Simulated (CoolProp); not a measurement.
Saturation properties of isobutene.

Computed with CoolProp (reference Helmholtz-energy equation of state, Lemmon 2005). It is a short technical equation, of lower accuracy than the large ones.

```json
[
 {"T (K)": "297.9", "p (MPa)": "0.3027", "liquid density (kg/m³)": "588.7", "surface tension (mN/m)": "11.8"},
 {"T (K)": "302.7", "p (MPa)": "0.3493", "liquid density (kg/m³)": "582.7", "surface tension (mN/m)": "11.2"},
 {"T (K)": "307.5", "p (MPa)": "0.4011", "liquid density (kg/m³)": "576.5", "surface tension (mN/m)": "10.6"},
 {"T (K)": "312.3", "p (MPa)": "0.4584", "liquid density (kg/m³)": "570.2", "surface tension (mN/m)": "10.1"},
 {"T (K)": "317.1", "p (MPa)": "0.5217", "liquid density (kg/m³)": "563.7", "surface tension (mN/m)": "9.50"},
 {"T (K)": "321.9", "p (MPa)": "0.5912", "liquid density (kg/m³)": "557.1", "surface tension (mN/m)": "8.94"},
 {"T (K)": "326.7", "p (MPa)": "0.6674", "liquid density (kg/m³)": "550.4", "surface tension (mN/m)": "8.40"},
 {"T (K)": "331.5", "p (MPa)": "0.7507", "liquid density (kg/m³)": "543.5", "surface tension (mN/m)": "7.86"},
 {"T (K)": "336.3", "p (MPa)": "0.8413", "liquid density (kg/m³)": "536.3", "surface tension (mN/m)": "7.33"},
 {"T (K)": "341.1", "p (MPa)": "0.9398", "liquid density (kg/m³)": "529.0", "surface tension (mN/m)": "6.80"},
 {"T (K)": "345.9", "p (MPa)": "1.047", "liquid density (kg/m³)": "521.4", "surface tension (mN/m)": "6.28"},
 {"T (K)": "350.6", "p (MPa)": "1.160", "liquid density (kg/m³)": "513.7", "surface tension (mN/m)": "5.78"},
 {"T (K)": "355.4", "p (MPa)": "1.284", "liquid density (kg/m³)": "505.5", "surface tension (mN/m)": "5.28"},
 {"T (K)": "360.2", "p (MPa)": "1.418", "liquid density (kg/m³)": "497.0", "surface tension (mN/m)": "4.79"},
 {"T (K)": "365", "p (MPa)": "1.562", "liquid density (kg/m³)": "488.1", "surface tension (mN/m)": "4.31"}
]
```

It boils at 266.1 K under 1 atm.

Surface tension comes from a separate correlation (Mulero 2012).
